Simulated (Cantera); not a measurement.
An isothermal, constant-pressure homogeneous reactor starts with 14.6 % NH3, 85.4 % H2, at 1500 K and 1050 Torr.

Model: the gas-phase N/H chemistry of the illustrative SiF4/NH3 mechanism in the Surface Chemkin manual (1991), integrated in Cantera. Walls and surfaces, which speed up NH3 decomposition in real reactors, are not modelled.

x: mole fraction; the columns are a selection and need not sum to one.

| t (s) | x NH3 | x H2 | x N2 | x NH | x NH2 |
|---|---|---|---|---|---|
| 0.000500 | 0.146 | 0.854 | 8.88e-11 | 4.88e-11 | 4.05e-7 |
| 0.00183 | 0.146 | 0.854 | (withheld) | 6.25e-10 | (withheld) |
| 0.00672 | 0.146 | 0.854 | 2.89e-7 | 4.80e-9 | 4.01e-6 |
| 0.0247 | 0.146 | 0.854 | 3.16e-6 | 7.51e-9 | 5.02e-6 |
| 0.0904 | 0.146 | 0.854 | 1.45e-5 | 7.52e-9 | 5.02e-6 |
| 0.332 | 0.146 | 0.854 | 5.60e-5 | 7.52e-9 | 5.01e-6 |
| 1.22 | 0.146 | 0.854 | 0.000208 | 7.50e-9 | 5.00e-6 |
| 4.46 | 0.145 | 0.855 | (withheld) | 7.43e-9 | 4.96e-6 |
| 16.4 | 0.140 | 0.857 | 0.00269 | 7.21e-9 | 4.81e-6 |
| 60.0 | 0.126 | 0.865 | 0.00882 | 6.48e-9 | 4.32e-6 |

Task: Complete the blanks.

Result: 
- 0.00183, x N2: 6.91e-9
- 0.00183, x NH2: 1.45e-6
- 4.46, x N2: 0.000758
